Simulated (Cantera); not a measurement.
A diamond (100) surface in a fixed gas of H2 with x(CH4) = 0.016, x(H) = 0.00083, x(CH3) = 2.2e-05, 1200 Pa; coverages are run to steady state.

Cantera simulation using the Harris–Goodwin 1993 mechanism for the reconstructed diamond (100) surface; the numbers are that mechanism's predictions, not measurements.

One state of this run: growth (µm/h) = 0.0155; θ c6HH = 0.441; θ c6H* = 0.0439; θ c6*H = 0.489; θ c6** = 0.0255; θ c6HM = 1.61e-5. θ: site fractions in the mechanism's names (c6HH fully hydrogenated, c6H* and c6*H radical sites, c6** diradical, c6HM methylated).

Q: Which value of T (K) does it belong to?
A) 1275
B) 1075
C) 1025
D) 1125

A: A, 1275
